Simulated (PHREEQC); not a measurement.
Consider water at 20 °C with 4.4 mmol/kgw CaSO4 and 8.5 mmol/kgw Na2SO4. Closed to the air; pH follows from the charge balance.

Equilibrium calculation in PHREEQC: Pitzer model, pitzer.dat.

Each row changes one thing in this solution. No solid was allowed to form.

| case | pH | SI of Mirabilite (Na2SO4:10H2O) | SI of Thenardite (Na2SO4) |
|---|---|---|---|
| as made | 7.16 | -4.50 | -5.68 |
| temperature from 20 to 85 °C | 6.53 | -6.29 | -5.41 |
| temperature from 20 to 5 °C | 7.42 | ___ | -5.74 |
| 0.0019 mol/kgw KOH added | 11.35 | -4.51 | -5.69 |
| CaSO4 from 0.0044 to 0.00044 mol/kgw | 7.16 | ___ | -5.74 |
| CaSO4 left out | 7.16 | ___ | -5.74 |

What belongs in the gaps?


- temperature from 20 to 5 °C, SI of Mirabilite (Na2SO4:10H2O): -3.70
- CaSO4 from 0.0044 to 0.00044 mol/kgw, SI of Mirabilite (Na2SO4:10H2O): -4.55
- CaSO4 left out, SI of Mirabilite (Na2SO4:10H2O): -4.56

Species that the database lacks are ignored. Away from 25 °C the constants follow the database's enthalpies or fits; those with neither stay at their 25 °C values.
